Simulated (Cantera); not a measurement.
**Diamond growth**

A diamond (100) surface in a fixed gas of H2 with x(CH4) = 0.0035, x(CH3) = 0.0016, at 1073 K, 0.0830 bar; coverages are run to steady state.

Model: the Harris–Goodwin 1993 mechanism for the reconstructed diamond (100) surface, integrated in Cantera.

```json
[
 {"x(H)": "0.0001", "growth (µm/h)": "4.40", "θ c6HH": "0.347", "θ c6H*": "0.0118", "θ c6*H": "0.200", "θ c6**": "0.00118", "θ c6HM": "0.295"},
 {"x(H)": "0.0002", "growth (µm/h)": "8.80", "θ c6HH": "0.329", "θ c6H*": "0.0128", "θ c6*H": "0.216", "θ c6**": "0.00219", "θ c6HM": "0.296"},
 {"x(H)": "0.00041", "growth (µm/h)": "16.9", "θ c6HH": "0.332", "θ c6H*": "0.0140", "θ c6*H": "0.236", "θ c6**": "0.00381", "θ c6HM": "0.279"},
 {"x(H)": "0.00083", "growth (µm/h)": "29.4", "θ c6HH": "0.356", "θ c6H*": "0.0157", "θ c6*H": "0.265", "θ c6**": "0.00601", "θ c6HM": "0.240"},
 {"x(H)": "0.0017", "growth (µm/h)": "45.9", "θ c6HH": "0.397", "θ c6H*": "0.0180", "θ c6*H": "0.304", "θ c6**": "0.00863", "θ c6HM": "0.184"},
 {"x(H)": "0.0034", "growth (µm/h)": "62.3", "θ c6HH": "0.440", "θ c6H*": "0.0204", "θ c6*H": "0.344", "θ c6**": "0.0111", "θ c6HM": "0.125"},
 {"x(H)": "0.0068", "growth (µm/h)": "75.7", "θ c6HH": "0.476", "θ c6H*": "0.0224", "θ c6*H": "0.376", "θ c6**": "0.0130", "θ c6HM": "0.0760"},
 {"x(H)": "0.014", "growth (µm/h)": "85.1", "θ c6HH": "0.502", "θ c6H*": "0.0238", "θ c6*H": "0.399", "θ c6**": "0.0144", "θ c6HM": "0.0415"},
 {"x(H)": "0.028", "growth (µm/h)": "90.5", "θ c6HH": "0.516", "θ c6H*": "0.0248", "θ c6*H": "0.411", "θ c6**": "0.0152", "θ c6HM": "0.0221"}
]
```
θ: site fractions in the mechanism's names (c6HH fully hydrogenated, c6H* and c6*H radical sites, c6** diradical, c6HM methylated).
